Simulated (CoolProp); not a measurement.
Values from CoolProp's reference Helmholtz-energy equation of state, Span 2000.

Problem. For nitrogen, give the phase and the cp (kJ/(kg K)), cv (kJ/(kg K)) at 299.1 K and 4.52 MPa.

Solution. 
- 299.1 K and 4.52 MPa: supercritical; cp 1.11, cv 0.754
